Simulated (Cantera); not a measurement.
Input: 1 mol TiC, 0.0043 mol C, 0.78 mol H2, at 0.970 bar.

Equilibrium computed with Cantera from the NASA thermochemical tables; the gas is ideal and each condensed phase is pure. Candidate condensed phases: C, C6H6, C7H8, C8H18, Ti, TiC; 77 gas species. TiC: taken at fixed stoichiometry. Kinetics and transport are ignored. All values below are at 2725 K.

Base state: H2 0.936, H 0.0613, C2H2 (acetylene) 0.00264, Ti 6.70e-5, CH3 3.38e-5, CH4 3.03e-5, C2H 1.92e-5 (mole fractions); condensed: TiC(s).

Problem. What changes in the equilibrium state with this change: 0.0026 mol O2 added?

Solution. 
```csv
species,before,after
H2,0.936,0.931
H,0.0613,0.0611
CO,0,0.00639
C2H2 (acetylene),0.00264,9.72e-6
Ti,6.70e-5,0.00110
TiO,0,1.47e-5
C2H,1.92e-5,7.08e-8
CH4,3.03e-5,1.83e-6
CH3,3.38e-5,2.04e-6
"TiC(s), mol",1.000,0.999
```
Further candidate phases: H2O, TiO, TiO2, Ti2O3, Ti3O5, Ti4O7.
